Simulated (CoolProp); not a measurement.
Vapour-liquid equilibrium of R125 (1) + propylene (2) at 0.958 MPa; x and y are mole fractions of (1).

Values from CoolProp's multi-fluid Helmholtz-energy mixture model, Lemmon 2005 and Lemmon 2013; pair parameters Bell 2016.

Q: Give the bubble temperature and the first vapour's composition at x = 0.275, 0.65, 0.875. Is there an azeotrope?

A: x = 0.275: 8.2 °C, y = 0.375; x = 0.65: 6.3 °C, y = 0.623; x = 0.875: 8.6 °C, y = 0.822. y crosses x between x = 0.5 and 0.575: the model has an azeotrope there.

Pair parameters are fitted to limited data, so mixtures are less certain than the pure fluids.
